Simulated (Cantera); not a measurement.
CH₃Cl + F₂ + CH₄ (fluorocarbon and chlorocarbon gases)

Charge: 1 mol CH₃Cl, 0.088 mol F₂, 0.082 mol CH₄, at 1000 K and 0.0630 bar.

Equilibrium computed with Cantera from the NASA thermochemical tables; the gas is ideal and each condensed phase is pure. Candidate condensed phases: C, C₆H₆, C₇H₈, C₈H₁₈; 118 gas species. The numbers say what is thermodynamically allowed, not how fast it happens.

```json
{
 "x(H₂)": "0.476",
 "x(HCl)": "0.445",
 "x(HF)": "0.0783",
 "x(CH₄)": "0.00136",
 "n(C(graphite))": "1.08 mol",
 "gas_amount": "2.249 mol"
}
```
